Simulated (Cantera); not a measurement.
**Low-pressure radical oxidation in H2/O2**

An isothermal, constant-pressure homogeneous reactor starts with 0.843 % H2, 99.2 % O2, equivalence ratio 0.0043, at 1075 K and 2670 Pa.

Detailed kinetics in Cantera: the H2/O2 subset of GRI-Mech 3.0, which has no nitrogen chemistry. Radical loss at walls, strong at low pressure, is not modelled.

```csv
t (s),x H2,x O2,x H2O2,x OH,x HO2
1.00e-5,0.00843,0.992,<1e-12,1.24e-12,1.09e-11
3.42e-5,0.00843,0.992,<1e-12,1.18e-11,3.75e-11
0.000117,0.00843,0.992,<1e-12,8.23e-11,1.29e-10
0.000400,0.00843,0.992,<1e-12,4.55e-10,4.46e-10
0.00137,0.00843,0.992,<1e-12,5.85e-9,1.65e-9
0.00468,0.00841,0.992,6.51e-11,7.95e-6,2.32e-7
0.0160,4.64e-5,0.986,4.10e-8,0.000404,2.54e-6
0.0548,1.11e-5,0.990,3.12e-8,0.000222,1.48e-6
0.187,1.92e-6,0.991,2.41e-8,9.45e-5,5.93e-7
0.641,2.17e-7,0.991,1.16e-8,3.31e-5,1.52e-7
2.19,2.49e-8,0.992,3.19e-9,1.17e-5,2.94e-8
7.50,3.69e-9,0.992,6.96e-10,4.64e-6,5.72e-9
25.6,7.17e-10,0.992,1.60e-10,2.08e-6,1.46e-9
87.7,1.70e-10,0.992,4.12e-11,1.03e-6,7.87e-10
300,5.38e-11,0.992,1.36e-11,5.80e-7,9.35e-10
```
x: mole fraction; the columns are a selection and need not sum to one.

Equilibrium at this temperature and pressure: H2 3.67e-11, O2 0.992, H2O2 9.48e-12, OH 4.79e-7, HO2 1.07e-9 (gas phase only).
